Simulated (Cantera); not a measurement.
A closed system holds: 1 mol Si3N4, a varied amount of HCl, 11 mol H2, held at 39.0 Pa.

These are equilibrium values from Cantera (NASA tables, ideal gas, pure condensed phases), not measurements of a reactor. Candidate condensed phases: NH4Cl, Si, Si3N4; 28 gas species. Mutual solubility and eutectic melting of coexisting phases are not modelled. The tables' values for SiCl3 are old estimates. Rates play no part.

Problem. What condenses at these points (T in K, n(HCl) in mol): (1400, 40); (1400, 21); (950, 11); (1250, 11); (1475, 5.4); (1175, 7.6)?

Solution. 
```tsv
T (K)	n(HCl) in mol	condensed phases	Si condensed (%)
1400	40	gas only	0.0
1400	21	gas only	0.0
950	11	Si3N4	79.3
1250	11	Si3N4	66.0
1475	5.4	Si + Si3N4	50.5
1175	7.6	Si3N4	87.7
```
